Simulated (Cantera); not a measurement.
Input: 1 mol SiCl4, 0.6 mol Cl2, 6.2 mol H2, equilibrated at 1048 K and 0.460 bar.

These are equilibrium values from Cantera (NASA tables, ideal gas, pure condensed phases), not measurements of a reactor. Candidate condensed phases: Si; 19 gas species. The tables' values for SiCl3 are old estimates; treat these amounts as uncertain. Rates play no part.

Base state: H2 0.712, HCl 0.160, SiCl4 0.122, SiHCl3 0.00557, SiCl3 0.000305, SiH2Cl2 2.89e-5, SiCl2 1.40e-5 (mole fractions); condensed: gas only.

What changes in the equilibrium state with this change: H2 from 6.2 to 0.73 mol?


| species | before | after |
|---|---|---|
| HCl | 0.160 | 0.516 |
| SiCl4 | 0.122 | 0.429 |
| H2 | 0.712 | 0.0553 |
| SiH2Cl2 | 2.89e-5 | 5.86e-8 |
| SiCl2 | 1.40e-5 | 3.65e-7 |
| SiHCl3 | 0.00557 | 0.000470 |
| SiCl3 | 0.000305 | 9.24e-5 |

What changes in the equilibrium state with this change: Cl2 from 0.6 to 1.1 mol?


```csv
species,before,after
H2,0.712,0.612
HCl,0.160,0.268
SiCl4,0.122,0.118
SiH2Cl2,2.89e-5,7.29e-6
SiCl2,1.40e-5,4.10e-6
```
